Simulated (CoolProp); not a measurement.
Properties of R124 along the isobar 0.101 MPa.

Values from CoolProp's reference Helmholtz-energy equation of state, de Vries 1995.

```tsv
T (°C)	phase	density (kg/m³)	cv (kJ/(kg K))	Joule-Thomson coefficient (K/MPa)	expansivity (1/kK)	conductivity (mW/(m K))
65.55	gas	4.977	0.7245	15.00	3.127	16.4
74.35	gas	4.844	0.7359	13.83	3.032	17.1
83.05	gas	4.720	0.7471	12.81	2.945	17.8
91.85	gas	4.601	0.7584	11.88	2.863	18.6
100.55	gas	4.489	0.7695	11.05	2.787	19.4
109.35	gas	4.382	0.7807	10.30	2.714	20.2
118.05	gas	4.281	0.7917	9.626	2.646	20.9
126.85	gas	4.184	0.8028	9.007	2.582	21.8
135.55	gas	4.092	0.8137	8.449	2.521	22.6
144.35	gas	4.003	0.8247	7.933	2.463	23.4
153.05	gas	3.919	0.8355	7.466	2.408	24.3
161.85	gas	3.838	0.8464	7.031	2.355	25.1
170.55	gas	3.761	0.8571	6.636	2.306	26.0
179.35	gas	3.686	0.8680	6.266	2.257	26.9
188.05	gas	3.615	0.8786	5.929	2.212	27.8
196.85	gas	3.546	0.8894	5.612	2.168	28.7
```

Thermal conductivity comes from a separate model (Huber 2003), an estimate that may be off by 10 % or more.
